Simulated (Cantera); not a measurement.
Input (Python, Cantera) and output of one run.

```python
import numpy as np
import cantera as ct

gas_names = """
    H HNO HNO2 HNO3 HO2 H2 H2O H2O2 N NH NH2 NH3 NH2OH NO NO2 NO3 N2 N2H2 N2H4 N2O O OH O2 O3 Si SiH
    SiH2 SiH3 SiH4 SiN SiO SiO2 Si2 Si2N Si3
""".split()
cond_names = """
    H2O(s) H2O(L) Si(cr) Si(L) SiO2(Lqz) SiO2(hqz) SiO2(L) Si2N2O(s) Si3N4(a)
""".split()


def load(file, names, dense=False):
    # The tables refer to 1 bar. Condensed volumes are neglected.
    table = {s.name: s for s in ct.Species.list_from_file(file)}
    out = []
    for n in names:
        d = dict(table[n].input_data)
        d["thermo"] = dict(d["thermo"], **{"reference-pressure": 1e5})
        if dense:
            d["equation-of-state"] = {"model": "constant-volume", "density": "1e6 g/cm^3"}
        out.append(ct.Species.from_dict(d))
    return out


gas = ct.Solution(thermo="ideal-gas", species=load("nasa_gas.yaml", gas_names))
cond = {s.name: ct.Solution(thermo="fixed-stoichiometry", species=[s], name=s.name)
        for s in load("nasa_condensed.yaml", cond_names, dense=True)}
atoms = {
    'Si2H6': {'Si': 2, 'H': 6},
    'O2': {'O': 2},
    'N2O': {'N': 2, 'O': 1},
}
top_T = {'Si2N2O(s)': 2100, 'Si3N4(a)': 2400}  # K; cautious upper limits of use, not melting points


def equilibrate(T, P, feed):
    n = {}
    for name, mol in feed.items():
        for a, k in atoms[name].items():
            n[a] = n.get(a, 0.0) + k * mol
    gas.TPX = T, P, n
    mass = sum(n.values()) * gas.mean_molecular_weight
    gas.equilibrate("TP")
    valid = [c for c in cond.values() if c.min_temp <= T <= top_T.get(c.name, c.max_temp)]
    mix = ct.Mixture([(gas, mass / gas.mean_molecular_weight)] + [(c, 0.0) for c in valid])
    mix.T, mix.P = T, P
    mix.equilibrate("TP", solver="vcs", rtol=1e-11, max_steps=5000)
    return mix


results = []
feed = {'Si2H6': 1, 'O2': 0.12, 'N2O': 13}  # mol
T = 1073  # K
P = 13332.2  # Pa
mix = equilibrate(T, P, feed)
results.append((T, P, feed, dict(zip(mix.species_names, mix.species_moles))))
print(gas.report(threshold=1e-05))
for i in range(1, mix.n_phases):
    print(f"{mix.phase(i).name:16s} {mix.phase_moles(i):12.5e} mol")
```

Result:

```
       temperature   1073 K
          pressure   13332 Pa
           density   0.040491 kg/m^3
  mean mol. weight   27.095 kg/kmol
   phase of matter   gas

                          1 kg             1 kmol
                     ---------------   ---------------
          enthalpy       -4.8095e+05       -1.3031e+07  J
   internal energy       -8.1021e+05       -2.1953e+07  J
           entropy            9509.4        2.5766e+05  J/K
    Gibbs function       -1.0685e+07        -2.895e+08  J
 heat capacity c_p              1286             34844  J/K
 heat capacity c_v            979.12             26529  J/K

                      mass frac. Y      mole frac. X     chem. pot. / RT
                     ---------------   ---------------   ---------------
               H2O           0.10432            0.1569           -56.062
                NO        5.9929e-05        5.4115e-05           -29.019
                N2           0.70294           0.67989           -27.448
                O2           0.19267           0.16315            -30.59
     [  +31 minor]         1.536e-06        1.4399e-06

Si(cr)            0.00000e+00 mol
SiO2(hqz)         2.00000e+00 mol
Si2N2O(s)         0.00000e+00 mol
Si3N4(a)          0.00000e+00 mol
```

Method: chemical equilibrium by Gibbs-energy minimisation in Cantera with the NASA 1993 tables (ideal gas, pure condensed phases). The feed counts by its element totals alone.
